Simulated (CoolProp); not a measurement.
Carbonyl sulfide along the isotherm 418.4 K: Z from the reference equation and from simpler models built on Tc = 378.8 K, pc = 63.69 bar, ω = 0.098; each cubic takes its own stable root.

Model: reference Helmholtz-energy equation of state, Lemmon 2006, in CoolProp. It is a short technical equation, of lower accuracy than the large ones.

```csv
p (bar),phase,reference
6.37,gas,0.9751
12.7,gas,0.9495
19.1,gas,0.9227
25.5,gas,0.8948
31.8,gas,0.8663
38.2,gas,0.8360
44.6,gas,0.8044
51,gas,0.7711
57.3,gas,0.7366
63.7,supercritical,0.6996
70.1,supercritical,0.6605
76.4,supercritical,0.6198
82.8,supercritical,0.5764
89.2,supercritical,0.5319
95.5,supercritical,0.4896
```

Q: How far does each simpler model (Redlich-Kwong, Soave-Redlich-Kwong, Peng-Robinson) lie from the reference over these 15 states: mean and median of the absolute difference, and the worst?

A: 
- Redlich-Kwong: mean 0.4 %, median 0.4 %, worst +1.4 % at 418.4 K and 95.5 bar
- Soave-Redlich-Kwong: mean 1.4 %, median 0.4 %, worst +6.5 % at 418.4 K and 95.5 bar
- Peng-Robinson: mean 1.9 %, median 2.2 %, worst -3.0 % at 418.4 K and 63.7 bar
